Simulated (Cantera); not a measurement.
A freely propagating, adiabatic, planar premixed flame of H₂ : O₂ : N₂ = 1 : 0.294 : 1.29 (molar parts), equivalence ratio 1.7, unburnt at 575 K and 97.5 Torr; mixture-averaged transport, grid criteria slope 0.08 and curve 0.16, no radiation.

Model: the H2/O2 subset of GRI-Mech 3.0, which has no nitrogen chemistry, integrated in Cantera. Burning velocities carry a grid error of a few per cent, more on coarse grids.

### Question
How do the results move with these cheaper or finer settings: unity-Lewis-number transport; multicomponent transport; multicomponent+Soret transport; grid criteria slope 0.5, curve 1; grid criteria slope 0.25, curve 0.5; grid criteria slope 0.03, curve 0.06?

### Answer
```csv
setting,laminar burning velocity,thermal thickness,peak x(OH),peak x(H₂O₂),grid points
as above,577 cm/s,6.46 mm,0.00695,7.34e-7,138
unity-Lewis-number transport,349 cm/s,5.25 mm,0.00669,5.28e-7,131
multicomponent transport,563 cm/s,6.45 mm,0.00693,7.49e-7,138
multicomponent+Soret transport,545 cm/s,6.37 mm,0.00692,7.79e-7,138
"grid criteria slope 0.5, curve 1",732 cm/s,10.1 mm,0.00709,7.73e-7,44
"grid criteria slope 0.25, curve 0.5",626 cm/s,7.56 mm,0.00729,6.67e-7,77
"grid criteria slope 0.03, curve 0.06",567 cm/s,6.23 mm,0.00679,7.43e-7,294
```
Unity Lewis numbers drop preferential diffusion, which matters most where H2 and H carry the flame; Soret adds thermal diffusion.
